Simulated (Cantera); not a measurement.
Charge: 1 mol SiH₄, 52 mol H₂, 0.8 mol CH₄, held at 133 Pa.

These are equilibrium values from Cantera (NASA tables, ideal gas, pure condensed phases), not measurements of a reactor. Candidate condensed phases: C, C₆H₆, C₇H₈, C₈H₁₈, Si, SiC; 87 gas species. Mutual solubility and eutectic melting of coexisting phases are not modelled. Gases not in the tables: Si₂H₆ and higher silanes. Kinetics and transport are ignored.

x: gas mole fraction; n: condensed amount in mol.

```tsv
T (K)	x H₂	x H	x Si	x C₂H₂ (acetylene)	n Si(s)	n SiC(s)	n Si(l)	n C(graphite)
1450	1.000	0.000259	2.31e-6	1.73e-10	0.200	0.800	0	0
1550	0.999	0.000862	2.49e-5	1.24e-9	0.198	0.800	0	0
1650	0.997	0.00248	0.000201	7.01e-9	0.187	0.800	0	0
1750	0.992	0.00635	0.00113	4.13e-8	0	0.799	0.132	0
1850	0.982	0.0146	0.00333	4.92e-7	0	0.797	0	0
1950	0.966	0.0308	0.00340	3.00e-5	0	0.792	0	0
2050	0.934	[?]	[?]	[?]	0	[?]	0	0
2150	0.874	[?]	0.0141	[?]	0	0	0	[?]
2250	0.800	0.182	0.0138	0.00268	0	0	0	0.248
```

Question: What belongs in the gaps?

Answer: 
- 2150, x H: 0.108
- 2150, x C₂H₂ (acetylene): 0.00169
- 2150, n C(graphite): 0.425
- 2050, x H: 0.0601
- 2050, x Si: 0.00467
- 2050, x C₂H₂ (acetylene): 0.000658
- 2050, n SiC(s): 0.696
